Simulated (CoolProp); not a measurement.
Computed with CoolProp (reference Helmholtz-energy equation of state, Lemmon 2006). It is a short technical equation, of lower accuracy than the large ones.

Q: Give the vapour pressure (MPa), liquid density (kg/m³), surface tension (mN/m) of saturated neopentane at 345.6, 353.3 K.

A: 
```tsv
T (K)	p (MPa)	liquid density (kg/m³)	surface tension (mN/m)
345.6	0.621	526	6.49
353.3	0.739	515	5.81
```

Surface tension comes from a separate correlation (Mulero 2014).
